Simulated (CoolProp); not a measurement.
Vapour-liquid equilibrium of R22 (1) + R142b (2) at 0.0493 bar; x and y are mole fractions of (1).

Computed with CoolProp (multi-fluid Helmholtz-energy mixture model, Kamei 1995 and Lemmon 2006; pair parameters Bell 2016).

Q: Give the bubble temperature and the first vapour's composition at x = 0.15, 0.35, 0.75. Is there an azeotrope?

A: x = 0.15: 200.6 K, y = 0.500; x = 0.35: 194.6 K, y = 0.761; x = 0.75: 186.8 K, y = 0.957. No azeotrope shows between x = 0.05 and 0.95.

Pair parameters are fitted to limited data, so mixtures are less certain than the pure fluids.
